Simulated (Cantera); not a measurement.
Input: 1 mol FeS2, 0.95 mol O2, 0.5 mol N2, held at 1500 K and 2.90 bar.

Method: chemical equilibrium by Gibbs-energy minimisation in Cantera with the NASA 1993 tables (ideal gas, pure condensed phases). Candidate condensed phases: Fe, FeO, FeS, FeSO4, FeS2, Fe2O3, Fe2(SO4)3, Fe3O4, S; 19 gas species. Metal and sulfide melt together well below either melting point, which pure phases cannot show. Mutual solubility and eutectic melting of coexisting phases are not modelled. The tables' stoichiometric FeO is somewhat more stable than real wüstite, so its field is too wide. FeO, FeS: taken at fixed stoichiometry. Rates play no part.

Base state: SO2 0.595, N2 0.334, S2 0.0624, S2O 0.00628, SO 0.00254 (mole fractions); condensed: FeO(s) + FeS(l).

**Question.** What changes in the equilibrium state with this change: FeS2 replaced by MgO?

**Answer.** 
```tsv
species	before	after
O2	2.34e-9	0.654
N2	0.334	0.344
NO	8.40e-8	0.00143
SO2	0.595	0
S2	0.0624	0
S2O	0.00628	0
SO	0.00254	0
NO2	<1e-9	2.31e-5
FeO(s), mol	0.102	0
FeS(l), mol	0.898	0
MgO(s), mol	0	1.00
```
Further candidate phases: Mg, MgO.

**Question.** What changes in the equilibrium state with this change: FeS2 replaced by MgCO3?

**Answer.** 
| species | before | after |
|---|---|---|
| CO2 | 0 | 0.408 |
| O2 | 2.34e-9 | 0.387 |
| N2 | 0.334 | 0.204 |
| SO2 | 0.595 | 0 |
| S2 | 0.0624 | 0 |
| S2O | 0.00628 | 0 |
| SO | 0.00254 | 0 |
| NO2 | <1e-9 | 1.05e-5 |
| NO | 8.40e-8 | 0.000845 |
| FeO(s), mol | 0.102 | 0 |
| FeS(l), mol | 0.898 | 0 |
| MgO(s), mol | 0 | 1.00 |
Further candidate phases: C, Mg, MgCO3, MgO.

**Question.** What changes in the equilibrium state with this change: O2 from 0.95 to 0.3 mol?

**Answer.** 
```csv
species,before,after
N2,0.334,0.436
S2,0.0624,0.295
SO2,0.595,0.254
S2O,0.00628,0.0131
S,5.97e-6,1.30e-5
SO,0.00254,0.00244
"FeO(s), mol",0.102,0
"FeS(l), mol",0.898,1.00
```
FeS: taken at fixed stoichiometry.
